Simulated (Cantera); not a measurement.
A perfectly stirred reactor is fed with CH4 : CO2 : H2 = 1 : 2.1 : 0.53 (molar parts), at 6.20 bar; it is held at 1850 K, and followed from long to short residence time.

Cantera simulation using GRI-Mech 3.0 (53 species, 325 reactions); the numbers are that mechanism's predictions, not measurements.

Task: What does this change do: temperature 1850 to 1700 K?

Result: 
```json
[
 {"quantity": "x(CH4) at τ = 3.40 s", "before": "0.00231", "after": "0.0125"},
 {"quantity": "x(CO2) at τ = 3.40 s", "before": "0.0575", "after": "0.0751"},
 {"quantity": "x(H2) at τ = 3.40 s", "before": "0.304", "after": "0.283"},
 {"quantity": "x(HO2) at τ = 3.40 s", "before": "<1e-12", "after": "<1e-12"},
 {"quantity": "x(CO) at τ = 3.40 s", "before": "0.493", "after": "0.472"},
 {"quantity": "x(CH4) at τ = 11.0 ms", "before": "0.0388", "after": "0.114"},
 {"quantity": "x(CO2) at τ = 11.0 ms", "before": "0.160", "after": "0.328"},
 {"quantity": "x(H2) at τ = 11.0 ms", "before": "0.179", "after": "0.149"},
 {"quantity": "x(HO2) at τ = 11.0 ms", "before": "3.16e-12", "after": "<1e-12"},
 {"quantity": "x(CO) at τ = 11.0 ms", "before": "0.346", "after": "0.184"}
]
```
